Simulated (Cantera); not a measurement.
A closed system holds: 1 mol Fe₂O₃, 10 mol Cl₂, 26 mol N₂, equilibrated at 1250 K and 1.00 bar.

These are equilibrium values from Cantera (NASA tables, ideal gas, pure condensed phases), not measurements of a reactor. Candidate condensed phases: Fe, FeCl₂, FeCl₃, FeO, Fe₂O₃, Fe₃O₄; 19 gas species. The numbers say what is thermodynamically allowed, not how fast it happens.

Base state: N₂ 0.709, Cl₂ 0.192, FeCl₃ 0.0486, O₂ 0.0408, FeCl₂ 0.00561, Cl 0.00342, Fe₂Cl₆ 0.000184, NO 0.000118 (mole fractions); condensed: gas only.

### Question
What changes in the equilibrium state with this change: temperature from 1250 K to 1725 K?

### Answer
| species | before | after |
|---|---|---|
| N₂ | 0.709 | 0.668 |
| Cl₂ | 0.192 | 0.155 |
| Cl | 0.00342 | 0.0861 |
| FeCl₂ | 0.00561 | 0.0362 |
| FeCl₃ | 0.0486 | 0.0152 |
| O₂ | 0.0408 | 0.0378 |
| O | 1.40e-8 | 1.13e-5 |
| Fe₂Cl₆ | 0.000184 | 6.02e-7 |
| ClO | 2.48e-5 | 0.000320 |

### Question
What changes in the equilibrium state with this change: 0.014 mol NH₃ added?

### Answer
```
species    before     after
-------  --------  --------
N₂          0.709     0.709
Cl₂         0.192     0.191
FeCl₃      0.0486    0.0485
HCl             0   0.00114
O₂         0.0408    0.0408
ClO       2.48e-5   2.47e-5
Fe₂Cl₆   0.000184  0.000184
```
Further candidate phases: Fe(OH)₂, Fe(OH)₃, H₂O, NH₄Cl.
